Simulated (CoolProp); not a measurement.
Properties of oxygen along the isotherm 310.2 K (Tc = 154.6 K, pc = 5046 kPa, ω = 0.022).

Model: reference Helmholtz-energy equation of state, Schmidt 1985, in CoolProp. Above 300 K oxygen's equation is extrapolated.

| p (kPa) | phase | cp (kJ/(kg K)) | Joule-Thomson coefficient (K/MPa) | isothermal compressibility (1/MPa) | viscosity (µPa s) |
|---|---|---|---|---|---|
| 970 | gas | 0.9340 | 2.441 | 1.036 | 21.4 |
| 1940 | gas | 0.9483 | 2.391 | 0.5202 | 21.6 |
| 2910 | gas | 0.9628 | 2.339 | 0.3482 | 21.8 |
| 3880 | gas | 0.9775 | 2.285 | 0.2620 | 22.0 |
| 4850 | gas | 0.9923 | 2.229 | 0.2102 | 22.3 |
| 5820 | supercritical | 1.007 | 2.171 | 0.1755 | 22.5 |
| 6790 | supercritical | [?] | 2.112 | [?] | 22.7 |
| 7760 | supercritical | 1.037 | [?] | [?] | 23.0 |
| 8730 | supercritical | 1.052 | 1.990 | 0.1172 | 23.3 |
| 9700 | supercritical | 1.067 | [?] | 0.1053 | 23.5 |
| 10700 | supercritical | 1.082 | 1.862 | 0.09530 | [?] |
| 11600 | supercritical | 1.096 | 1.803 | 0.08767 | [?] |
| 12600 | supercritical | 1.110 | 1.738 | 0.08040 | 24.4 |

### Question
What belongs in the gaps?

### Answer

- 6790, cp (kJ/(kg K)): 1.022
- 6790, isothermal compressibility (1/MPa): 0.1506
- 7760, Joule-Thomson coefficient (K/MPa): 2.052
- 7760, isothermal compressibility (1/MPa): 0.1319
- 9700, Joule-Thomson coefficient (K/MPa): 1.927
- 10700, viscosity (µPa s): 23.8
- 11600, viscosity (µPa s): 24.1

Viscosity comes from a separate model (Lemmon 2004).
